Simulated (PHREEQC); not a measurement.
Make-up at 25 °C: 0.23 mol/kgw H2SO4, 0.0022 mol/kgw FeCl3 and 5.4e-05 mol/kgw MnSO4. It is in equilibrium with CO2 at log p = 0 (atm). Otherwise closed; pH follows from the charge balance.

Model: ion-association model, phreeqc.dat, run in PHREEQC.

No solid was allowed to form.

**Question.** What pH, activity of water does the model give?

**Answer.** pH 0.69; activity of water 0.991.

**Question.** In which forms is S present?

**Answer.** HSO4- 86 %, SO4-2 13 % of the S.
